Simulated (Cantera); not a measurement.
# Adiabatic ignition

An adiabatic, constant-volume homogeneous reactor starts with CH4 : H2 : O2 : N2 = 1 : 0.23 : 1.18 : 4.42 (molar parts), equivalence ratio 1.8, at 1575 K and 500000 Pa.

Model: GRI-Mech 3.0 (53 species, 325 reactions), integrated in Cantera.

```csv
t (s),T (K),P (bar),x CH4,x H2,x O2,x H,x CH3,x C2H2,x H2O
3.00e-6,1575,5.00,0.146,0.0337,0.173,2.27e-7,1.52e-5,<1e-12,5.72e-6
7.73e-6,1575,5.00,0.146,0.0337,0.173,7.76e-7,6.38e-5,1.70e-11,4.31e-5
1.99e-5,1576,5.00,0.146,0.0336,0.172,4.07e-6,0.000338,6.48e-9,0.000495
5.14e-5,1605,5.09,0.140,0.0336,0.169,1.24e-5,0.000790,2.25e-6,0.00534
0.000132,2986,10.8,1.08e-10,0.127,0.000239,0.0166,2.23e-10,<1e-12,0.150
0.000341,2983,10.7,1.11e-10,0.127,0.000232,0.0164,2.26e-10,<1e-12,0.149
0.000879,2983,10.7,1.11e-10,0.127,0.000232,0.0164,2.26e-10,<1e-12,0.149
0.00227,2983,10.7,1.11e-10,0.127,0.000232,0.0164,2.26e-10,<1e-12,0.149
0.00584,2983,10.7,1.11e-10,0.127,0.000232,0.0164,2.26e-10,<1e-12,0.149
0.0151,2983,10.7,1.11e-10,0.127,0.000232,0.0164,2.26e-10,<1e-12,0.149
0.0388,2983,10.7,1.11e-10,0.127,0.000232,0.0164,2.26e-10,<1e-12,0.149
0.100,2983,10.7,1.11e-10,0.127,0.000232,0.0164,2.26e-10,<1e-12,0.149
```
x: mole fraction; the columns are a selection and need not sum to one.

The time of steepest temperature rise is 91.1 µs. The temperature at 0.100 s is 2983 K and the equilibrium temperature is 2983 K. The x(CH4) at 0.100 s comes out as 1.11e-10 (gas-phase equilibrium 1.25e-10). The x(H2) at 0.100 s is 0.127 (gas-phase equilibrium 0.127) and the x(O2) at 0.100 s is 0.000232 (gas-phase equilibrium 0.000232).
